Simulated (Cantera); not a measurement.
Mixture: 17.4 % CH₄, 17.4 % O₂, 65.3 % N₂, equivalence ratio 2.0, at 33.6 atm, adiabatic and at constant volume. Ignition delay is the time to a rise of 400 K.

Detailed kinetics in Cantera: GRI-Mech 3.0 (53 species, 325 reactions). The pressure lies above the range GRI-Mech 3.0 was tuned for (to about 10 atm).

Question: Predict: delay at 1100 K; delay at 1200 K; delay at 1300 K; delay at 1400 K; delay at 1500 K; apparent activation energy between 1450 and 1550 K.

Answer: 
```json
{
 "delay at 1100 K": "5.66 ms",
 "delay at 1200 K": "1.54 ms",
 "delay at 1300 K": "0.505 ms",
 "delay at 1400 K": "0.185 ms",
 "delay at 1500 K": "73.5 µs",
 "apparent activation energy between 1450 and 1550 K": "170 kJ/mol"
}
```
